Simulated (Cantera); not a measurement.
Cantera run:

```python
import numpy as np
import cantera as ct

gas_names = [...]  # 113 gases of nasa_gas.yaml made of C, H, O, Ta
cond_names = """
    C(gr) C6H6(L) C7H8(L) C8H18(L),n-octa H2O(s) H2O(L) Ta(cr) Ta(L) TaC(s) TaC(L) Ta2O5(s) Ta2O5(L)
""".split()


# ... load() reads the species with a 1 bar reference pressure and builds the phases ...
atoms = {
    'Ta2O5': {'Ta': 2, 'O': 5},
    'CH4': {'C': 1, 'H': 4},
    'CO': {'C': 1, 'O': 1},
    'C': {'C': 1},
}
top_T = {'C(gr)': 4500}  # K; cautious upper limits of use, not melting points


# ... equilibrate(T, P, feed) seeds the gas with the atoms and calls Mixture.equilibrate('TP', solver="vcs", rtol=1e-11, max_steps=5000) ...
results = []
feed = {'Ta2O5': 1, 'CH4': 2.8, 'CO': 1.4, 'C': 1.9}  # mol
T = 2598.15  # K
P = 1000  # Pa
mix = equilibrate(T, P, feed)
results.append((T, P, feed, dict(zip(mix.species_names, mix.species_moles))))
print(gas.report(threshold=1e-06))
for i in range(1, mix.n_phases):
    print(f"{mix.phase(i).name:16s} {mix.phase_moles(i):12.5e} mol")
```

It prints:

```
       temperature   2598.2 K
          pressure   1000 Pa
           density   0.0007751 kg/m^3
  mean mol. weight   16.744 kg/kmol
   phase of matter   gas

                          1 kg             1 kmol
                     ---------------   ---------------
          enthalpy         4.002e+06         6.701e+07  J
   internal energy        2.7119e+06        4.5407e+07  J
           entropy             16245        2.7201e+05  J/K
    Gibbs function       -3.8206e+07       -6.3971e+08  J
 heat capacity c_p              1998             33454  J/K
 heat capacity c_v            1501.4             25139  J/K

                      mass frac. Y      mole frac. X     chem. pot. / RT
                     ---------------   ---------------   ---------------
                CO           0.76582            0.4578           -39.129
               CO2        0.00037625        0.00014315           -64.864
                 H          0.012833           0.21318           -13.056
                H2          0.037702           0.31313           -26.112
               H2O        0.00068112        0.00063306           -51.847
                 O         4.191e-05        4.3861e-05           -25.735
                OH        0.00010108        9.9518e-05           -38.791
               TaO          0.098117         0.0083417           -34.919
              TaO2          0.084321         0.0066302           -60.654
     [ +104 minor]         4.972e-06        5.9526e-07

C(gr)             0.00000e+00 mol
Ta(cr)            1.80056e+00 mol
TaC(s)            0.00000e+00 mol
Ta2O5(L)          0.00000e+00 mol
```

These are equilibrium values from Cantera (NASA tables, ideal gas, pure condensed phases), not measurements of a reactor. Condensed phases not in the tables: Ta2C, N, O or C dissolved in the metal.
